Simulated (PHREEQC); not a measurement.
**Leach liquor**

Dissolve 0.02 mol/kgw HCl, 0.00015 mol/kgw LiCl and 7.1e-05 mol/kgw Fe2(SO4)3 at 65 °C. Closed to the air; pH follows from the charge balance.

Computed with PHREEQC (ion-association model, phreeqc.dat).

This is a speciation only: nothing precipitates in the calculation.

Estimate the pH, specific conductance.

pH 1.76; specific conductance 15800 µS/cm.

In which forms is Fe present?

FeOH+2 42 %, Fe+3 25 %, FeCl+2 23 %, FeSO4+ 6.3 %, Fe(OH)2+ 2.0 %, FeHSO4+2 0.6 % of the Fe.

Examples of supersaturated solids here: Hematite (slow to form), Goethite (slow to form). Others may be too. Constants without temperature data keep their 25 °C values here.
